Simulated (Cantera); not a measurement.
Si + Cl2 + H2 (silicon etching in halogen gases)

A closed system holds: 1 mol Si, 4.3 mol Cl2, 8.6 mol H2, at 3.70 mbar.

Method: chemical equilibrium by Gibbs-energy minimisation in Cantera with the NASA 1993 tables (ideal gas, pure condensed phases). Candidate condensed phases: Si; 19 gas species. The tables' values for SiCl3, SiCl are old estimates; treat these amounts as uncertain. Rates play no part.

From 623 K to 1598 K nothing is condensed. The main Si-bearing gas is SiCl4 at 623 K and SiCl2 at 1598 K.

```csv
T (K),x H2,x HCl,x SiCl4,x SiCl2,x SiCl3,x SiHCl3,x H
623,0.529,0.387,0.0840,<1e-12,8.46e-10,5.33e-6,<1e-12
698,0.529,0.387,0.0840,4.53e-12,3.35e-8,2.27e-5,<1e-12
773,0.529,0.387,0.0840,7.16e-10,6.44e-7,7.23e-5,1.09e-11
848,0.529,0.387,0.0838,4.54e-8,7.26e-6,0.000186,2.28e-10
923,0.529,0.387,0.0836,1.44e-6,5.47e-5,0.000407,2.92e-9
998,0.528,0.388,0.0829,2.67e-5,0.000300,0.000783,2.57e-8
1073,0.527,0.389,0.0810,0.000317,0.00127,0.00134,1.67e-7
1148,0.520,0.396,0.0751,0.00248,0.00410,0.00198,8.50e-7
1223,0.502,0.415,0.0596,0.0116,0.00929,0.00223,3.50e-6
1298,0.472,0.447,0.0359,0.0300,0.0134,0.00171,1.21e-5
1373,0.443,0.477,0.0161,0.0492,0.0131,0.000947,3.64e-5
1448,0.427,0.495,0.00600,0.0619,0.0101,0.000443,9.90e-5
1523,0.419,0.503,0.00212,0.0686,0.00698,0.000198,0.000246
1598,0.415,0.506,0.000776,0.0721,0.00475,9.13e-5,0.000564
```
x: gas mole fraction; nothing condenses.
